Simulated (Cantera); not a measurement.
Input: 1 mol AlCl3, 2.8 mol N2O, 2.8 mol N2, held at 1073.15 K and 1.40 mbar.

Equilibrium computed with Cantera from the NASA thermochemical tables; the gas is ideal and each condensed phase is pure. Candidate condensed phases: Al, AlCl3, AlN, Al2O3; 24 gas species. Equilibrium is a limit: real reactors are often held back by kinetics, nucleation or transport.

Base state: N2 0.718, Cl2 0.186, O2 0.0833, Cl 0.0124, NO 3.98e-5 (mole fractions); condensed: Al2O3(s).

Problem. What changes in the equilibrium state with this change: temperature from 1073.15 K to 1423.15 K?

Solution. 
```
species         before     after
-------------  -------  --------
N2               0.718     0.642
Cl              0.0124     0.223
O2              0.0833    0.0743
Cl2              0.186    0.0605
AlCl3          4.35e-7   7.72e-5
NO             3.98e-5  0.000442
ClO            6.93e-6   6.19e-5
Al2O3(s), mol    0.500     0.500
```
